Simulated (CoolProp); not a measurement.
Saturated liquid density (kg/m³) of water: the reference equation beside estimates from Tc = 647.1 K, pc = 22.06 MPa, ω = 0.344. Rackett uses Z = 0.29056 − 0.08775 ω.

Model: reference Helmholtz-energy equation of state, Wagner 2002, in CoolProp.

```
T (K)  reference  Rackett  Redlich-Kwong  Soave-Redlich-Kwong  Peng-Robinson
-----  ---------  -------  -------------  -------------------  -------------
369.2      961.1    816.6          685.7                713.0          803.4
374.8      957.2    811.6          681.3                709.2          799.3
380.4      953.0    806.6          676.8                705.2          795.1
386        948.8    801.5          672.2                701.2          790.8
391.6      944.4    796.4          667.6                697.1          786.5
397.2      939.8    791.2          662.9                692.9          782.0
402.8      935.1    786.0          658.1                688.7          777.4
408.4      930.3    780.7          653.2                684.3          772.7
```

Absolute difference from the reference over all 8 rows, mean and median: Rackett 15.6 and 15.6 %, Redlich-Kwong 29.2 and 29.2 %, Soave-Redlich-Kwong 26.1 and 26.1 %, Peng-Robinson 16.7 and 16.7 %.
